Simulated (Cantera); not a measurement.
A freely propagating, adiabatic, planar premixed flame of H₂ : O₂ : N₂ = 0.8 : 0.5 : 1.88 (molar parts), unburnt at 350 K and 750 Torr; mixture-averaged transport, grid criteria slope 0.08 and curve 0.16, no radiation.

Detailed kinetics in Cantera: the H2/O2 subset of GRI-Mech 3.0, which has no nitrogen chemistry. Burning velocities carry a grid error of a few per cent, more on coarse grids.

x: mole fraction of selected species; z is measured from the peak of heat release.

| z (mm) | T (K) | u (m/s) | x H₂ | x O₂ | x H₂O | x HO₂ | x H | x H₂O₂ |
|---|---|---|---|---|---|---|---|---|
| -1.07 | 350 | 2.18 | 0.252 | 0.157 | <1e-8 | <1e-8 | <1e-8 | <1e-8 |
| -0.716 | 350 | 2.18 | 0.252 | 0.157 | 1.01e-8 | <1e-8 | <1e-8 | <1e-8 |
| -0.537 | 350 | 2.18 | 0.251 | 0.157 | 2.12e-7 | 1.26e-8 | <1e-8 | <1e-8 |
| -0.358 | 350 | 2.18 | 0.250 | 0.158 | 4.84e-6 | 3.38e-7 | <1e-8 | 5.02e-8 |
| -0.179 | 376 | 2.30 | 0.236 | 0.160 | 0.000945 | 9.03e-5 | 1.17e-6 | 1.33e-5 |
| -0.0895 | 638 | 3.76 | 0.192 | 0.156 | 0.0237 | 0.000367 | 0.00144 | 8.64e-5 |
| 0 | … | 6.19 | … | … | … | … | … | … |
| 0.0895 | 1400 | 7.94 | 0.0560 | 0.0814 | 0.176 | 6.84e-5 | 0.0251 | 5.18e-6 |
| 0.179 | 1577 | 8.90 | 0.0299 | 0.0574 | 0.215 | 4.11e-5 | 0.0259 | 2.85e-6 |
| 0.358 | … | 9.81 | … | … | 0.234 | … | … | … |
| 0.716 | 1904 | 10.6 | 0.0165 | 0.0433 | 0.247 | 1.66e-5 | 0.0106 | 6.92e-7 |
| 1.43 | 2029 | 11.2 | 0.0111 | 0.0404 | 0.259 | 9.75e-6 | 0.00493 | 4.12e-7 |
| 2.86 | 2115 | 11.6 | 0.00634 | 0.0387 | 0.269 | 5.47e-6 | 0.00189 | 2.74e-7 |

### Question
What belongs in the gaps?

### Answer

- 0, T (K): 1081
- 0, x H₂: 0.120
- 0, x O₂: 0.127
- 0, x H₂O: 0.0944
- 0, x HO₂: 0.000137
- 0, x H: 0.0130
- 0, x H₂O₂: 1.88e-5
- 0.358, T (K): 1750
- 0.358, x H₂: 0.0209
- 0.358, x O₂: 0.0473
- 0.358, x HO₂: 2.60e-5
- 0.358, x H: 0.0186
- 0.358, x H₂O₂: 1.35e-6
